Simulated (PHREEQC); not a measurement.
Make-up at 25 °C: 0.0031 mol/kgw HF, 0.0033 mol/kgw NH4F, 0.00021 mol/kgw H4SiO4 and 0.00058 mol/kgw H2SO4. Closed to the air; pH follows from the charge balance.

All values are PHREEQC results (ion-association model, phreeqc.dat), not measurements.

```csv
quantity,before,after
pH,3.13,3.29
ionic strength (mol/kgw),0.00481,0.00449
HF (mol/kgw),0.00258,0.00311
F- (mol/kgw),0.00252,0.00245
HSO4- (mol/kgw),3.07e-5,4.32e-5
HF2- (mol/kgw),2.50e-5,3.33e-5
SI of Quartz (SiO2),-1.69,-0.52
```

Question: Name the change that produced these shifts.
A) NH4F from 0.0033 to 0.0165 mol/kgw
B) HF from 0.0031 to 0.00155 mol/kgw
C) 0.0016 mol/kgw (CH3)4NCl added
D) temperature from 25 to 55 °C
E) H4SiO4 from 0.00021 to 0.00042 mol/kgw

Answer: D, temperature from 25 to 55 °C

Precipitation was switched off in this run. Constants without temperature data keep their 25 °C values here. SiF6-2 is the database's only silicon fluoride.
